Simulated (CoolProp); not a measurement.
Normal hydrogen along the isotherm -235.15 °C: Z from the reference equation and from simpler models built on Tc = -240.0 °C, pc = 1.296 MPa, ω = -0.219; each cubic takes its own stable root.

The numbers come from the reference Helmholtz-energy equation of state, Leachman 2009 in CoolProp.

| p (MPa) | phase | reference | Soave-Redlich-Kwong | Peng-Robinson |
|---|---|---|---|---|
| 0.00615 | gas | 0.9989 | 0.9988 | 0.9987 |
| 0.00993 | gas | 0.9983 | 0.9981 | 0.9979 |
| 0.0161 | gas | 0.9972 | 0.9970 | 0.9965 |
| 0.0259 | gas | 0.9955 | 0.9951 | 0.9944 |
| 0.0419 | gas | 0.9927 | 0.9921 | 0.9910 |
| 0.0677 | gas | 0.9882 | 0.9872 | 0.9854 |
| 0.109 | gas | 0.9809 | 0.9793 | 0.9764 |
| 0.177 | gas | 0.9687 | 0.9661 | 0.9614 |
| 0.285 | gas | 0.9488 | 0.9449 | 0.9374 |
| 0.461 | gas | 0.9154 | 0.9091 | 0.8972 |
| 0.745 | gas | 0.8579 | 0.8481 | 0.8293 |
| 1.2 | gas | 0.7541 | 0.7391 | 0.7107 |
| 1.94 | supercritical | 0.5365 | 0.5259 | 0.4889 |
